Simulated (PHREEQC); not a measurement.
Metal-bearing waste water: speciation

A solution holds 44 mmol/kgw Al2(SO4)3, 8.9 mmol/kgw CaCl2 and 0.27 mmol/kgw Na2SO4, at 25 °C. Closed to the air; pH follows from the charge balance.

Computed with PHREEQC (ion-association model, wateq4f.dat).

- pH: 3.88
- ionic strength: 0.168 mol/kgw

| species | molality | activity | log γ |
|---|---|---|---|
| AlSO4+ | 0.0592 | 0.0438 | -0.130 |
| SO4-2 | 0.0321 | 0.00999 | -0.507 |
| Al(SO4)2- | 0.0187 | 0.0138 | -0.130 |
| Cl- | 0.0178 | 0.0129 | -0.140 |
| Al+3 | 0.00984 | 0.00139 | -0.851 |
| Ca+2 | 0.00540 | 0.00182 | -0.472 |
| CaSO4 | 0.00349 | 0.00363 | 0.017 |
| Na+ | 0.000514 | 0.000387 | -0.123 |
| AlOH+2 | 0.000322 | 0.000105 | -0.484 |
| HSO4- | 0.000171 | 0.000127 | -0.130 |

No solid was allowed to form. Saturation is exceeded, for instance for Basaluminite, Gibbsite (slow to form); the values hold only as long as no solid forms.
